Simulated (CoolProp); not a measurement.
Saturation properties of cis-2-butene.

Values from CoolProp's reference Helmholtz-energy equation of state, Lemmon 2005. It is a short technical equation, of lower accuracy than the large ones.

```csv
T (°C),p (MPa),liquid density (kg/m³),vapour density (kg/m³),surface tension (mN/m)
72.55,0.7849,553.6,18.28,8.28
77.55,0.8804,546.2,20.54,7.71
82.55,0.9842,538.7,23.03,7.15
87.55,1.097,530.9,25.78,6.60
92.55,1.219,522.8,28.81,6.05
97.55,1.350,514.4,32.17,5.52
102.45,1.489,505.9,35.81,5.01
107.45,1.641,496.8,39.94,4.49
112.45,1.804,487.3,44.55,3.99
117.45,1.980,477.2,49.72,3.50
122.45,2.167,466.5,55.55,3.03
127.45,2.368,455.1,62.18,2.56
```

It boils at 3.7 °C under 1 atm.

Surface tension comes from a separate correlation (Mulero 2014).
